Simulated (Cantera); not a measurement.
Input: 1 mol SiC, 0.25 mol O2, 36 mol H2, held at 1123 K and 0.100 bar.

Method: chemical equilibrium by Gibbs-energy minimisation in Cantera with the NASA 1993 tables (ideal gas, pure condensed phases). Candidate condensed phases: C, C6H6, C7H8, C8H18, H2O, Si, SiC, SiO2; 123 gas species. Mutual solubility and eutectic melting of coexisting phases are not modelled. Equilibrium is a limit: real reactors are often held back by kinetics, nucleation or transport.

Base state: H2 0.997, CH4 0.00292, CO 6.81e-5 (mole fractions); condensed: C(graphite) + SiC(s) + SiO2(β-quartz).

Problem. What changes in the equilibrium state with this change: O2 from 0.25 to 0.0017 mol?

Solution. 
```json
[
 {"species": "H2", "before": "0.997", "after": "1.000"},
 {"species": "CH4", "before": "0.00292", "after": "4.71e-5"},
 {"species": "CO", "before": "6.81e-5", "after": "1.38e-7"},
 {"species": "C(graphite), mol", "before": "0.142", "after": "0"},
 {"species": "SiC(s), mol", "before": "0.751", "after": "0.998"},
 {"species": "SiO2(β-quartz), mol", "before": "0.249", "after": "0.00169"}
]
```

Problem. What changes in the equilibrium state with this change: temperature from 1123 K to 1798.15 K?

Solution. 
```
species               before    after
-------------------  -------  -------
H2                     0.997    0.985
CO                   6.81e-5  0.00685
SiO                  1.60e-8  0.00684
H                    1.34e-7  0.00111
CH4                  0.00292  5.59e-6
C(graphite), mol       0.142        0
SiC(s), mol            0.751    0.749
SiO2(β-quartz), mol    0.249        0
```
